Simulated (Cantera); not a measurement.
Input (Python, Cantera) and output of one run.

```python
import numpy as np
import cantera as ct

gas_names = [...]  # 109 gases of nasa_gas.yaml made of C, Cl, H, Si
cond_names = """
    C(gr) C6H6(L) C7H8(L) C8H18(L),n-octa Si(cr) Si(L) SiC(b)
""".split()


# ... load() reads the species with a 1 bar reference pressure and builds the phases ...
atoms = {
    'SiHCl3': {'Si': 1, 'H': 1, 'CL': 3},
    'CH4': {'C': 1, 'H': 4},
    'H2': {'H': 2},
}
top_T = {'C(gr)': 4500, 'SiC(b)': 3050}  # K; cautious upper limits of use, not melting points


# ... equilibrate(T, P, feed) seeds the gas with the atoms and calls Mixture.equilibrate('TP', solver="vcs", rtol=1e-11, max_steps=5000) ...
results = []
feed = {'SiHCl3': 1, 'CH4': 0.55, 'H2': 610}  # mol
P = 1333.22  # Pa
for T in [1348, 1448, 1548, 1648, 1748, 1848, 1948, 2048, 2148, 2248, 2348, 2448, 2548]:
    mix = equilibrate(T, P, feed)
    results.append((T, P, feed, dict(zip(mix.species_names, mix.species_moles))))

top = {s: max(r[3][s] / sum(r[3][g] for g in gas_names) for r in results) for s in gas_names}
cols = sorted((s for s in top if top[s] > 1e-05), key=lambda s: -top[s])[:7]
seen = [c for c in cond_names if any(r[3].get(c, 0) > 1e-12 for r in results)]
print("log10 of partial pressures in bar; condensed amounts in mol")
print(f"{'T/K':>10s}" + "".join(f"{s[:9]:>10s}" for s in cols + seen))
for T, P, feed, n in results:
    ng = sum(n[g] for g in gas_names)
    print(f"{T:10.4g}" + "".join(f"{np.log10(max(n[s] / ng * P / 1e5, 1e-99)):10.3f}" for s in cols)
          + "".join(f"{n.get(c, 0):10.4g}" for c in seen))
```

Output:

```
log10 of partial pressures in bar; condensed amounts in mol
       T/K        H2         H       HCL        Si        CL C2H2,acet     SiCL2    Si(cr)     Si(L)    SiC(b)
      1348    -1.877    -6.574    -4.197    -9.726    -8.973   -12.646    -6.069    0.4105         0    0.5498
      1448    -1.877    -5.974    -4.198    -8.534    -8.384   -11.658    -6.031    0.4064         0    0.5498
      1548    -1.877    -5.450    -4.199    -7.498    -7.870   -10.799    -5.999       0.4         0    0.5498
      1648    -1.878    -4.989    -4.201    -6.589    -7.418   -10.045    -5.973      0.38         0    0.5498
      1748    -1.878    -4.580    -4.201    -5.837    -7.016    -9.275    -6.001         0    0.3086    0.5493
      1848    -1.879    -4.215    -4.202    -5.203    -6.656    -8.519    -6.062         0   0.04293    0.5456
      1948    -1.882    -3.888    -4.196    -5.086    -6.327    -6.939    -6.556         0         0    0.5301
      2048    -1.886    -3.593    -4.199    -4.910    -6.036    -5.661    -6.945         0         0    0.3166
      2148    -1.894    -3.327    -4.207    -4.729    -5.776    -5.274    -7.283         0         0         0
      2248    -1.906    -3.087    -4.221    -4.714    -5.542    -5.268    -7.750         0         0         0
      2348    -1.925    -2.871    -4.243    -4.713    -5.334    -5.273    -8.200         0         0         0
      2448    -1.953    -2.677    -4.277    -4.720    -5.150    -5.287    -8.638         0         0         0
      2548    -1.994    -2.507    -4.326    -4.735    -4.991    -5.312    -9.069         0         0         0
```

Equilibrium computed with Cantera from the NASA thermochemical tables; the gas is ideal and each condensed phase is pure. Mutual solubility and eutectic melting of coexisting phases are not modelled. The tables' values for SiCl are old estimates; treat these amounts as uncertain. Gases not in the tables: Si2H6 and higher silanes.
